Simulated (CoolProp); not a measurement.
Vapour-liquid equilibrium of CHF3 (R23) (1) + CH2F2 (R32) (2) at 177.5 K; x and y are mole fractions of (1).

Computed with CoolProp (multi-fluid Helmholtz-energy mixture model, Penoncello 2003 and Tillner-Roth 1997; pair parameters Bell 2016).

Problem. Give the bubble pressure and the first vapour's composition at x = 0.15, 0.65, 0.75. Is there an azeotrope?

Solution. x = 0.15: 0.01143 MPa, y = 0.582; x = 0.65: 0.03019 MPa, y = 0.932; x = 0.75: 0.03380 MPa, y = 0.955. No azeotrope shows between x = 0.05 and 0.95.

Pair parameters are fitted to limited data, so mixtures are less certain than the pure fluids.
